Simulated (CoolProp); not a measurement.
Carbon dioxide along the isotherm 310.3 K: Z from the reference equation and from simpler models built on Tc = 304.1 K, pc = 7.377 MPa, ω = 0.224; each cubic takes its own stable root.

Model: reference Helmholtz-energy equation of state, Span 1996, in CoolProp.

```json
[
 {"p (MPa)": "2.84", "phase": "gas", "reference": "0.8645"},
 {"p (MPa)": "5.67", "phase": "gas", "reference": "0.6886"},
 {"p (MPa)": "8.51", "phase": "supercritical", "reference": "0.2920"},
 {"p (MPa)": "11.3", "phase": "supercritical", "reference": "0.2645"},
 {"p (MPa)": "14.2", "phase": "supercritical", "reference": "0.3071"},
 {"p (MPa)": "17", "phase": "supercritical", "reference": "0.3514"},
 {"p (MPa)": "19.9", "phase": "supercritical", "reference": "0.3976"},
 {"p (MPa)": "22.7", "phase": "supercritical", "reference": "0.4419"},
 {"p (MPa)": "25.5", "phase": "supercritical", "reference": "0.4859"},
 {"p (MPa)": "28.4", "phase": "supercritical", "reference": "0.5310"},
 {"p (MPa)": "31.2", "phase": "supercritical", "reference": "0.5741"},
 {"p (MPa)": "34", "phase": "supercritical", "reference": "0.6168"},
 {"p (MPa)": "36.9", "phase": "supercritical", "reference": "0.6605"}
]
```

Problem. How far does each simpler model (van der Waals, Redlich-Kwong, Soave-Redlich-Kwong, Peng-Robinson) lie from the reference over these 13 states: mean and median of the absolute difference, and the worst?

Solution. 
- van der Waals: mean 29.5 %, median 36.0 %, worst +37.1 % at 310.3 K and 14.2 MPa
- Redlich-Kwong: mean 8.8 %, median 8.6 %, worst +16.7 % at 310.3 K and 11.3 MPa
- Soave-Redlich-Kwong: mean 10.2 %, median 9.9 %, worst +18.8 % at 310.3 K and 11.3 MPa
- Peng-Robinson: mean 3.2 %, median 2.4 %, worst +10.1 % at 310.3 K and 8.51 MPa
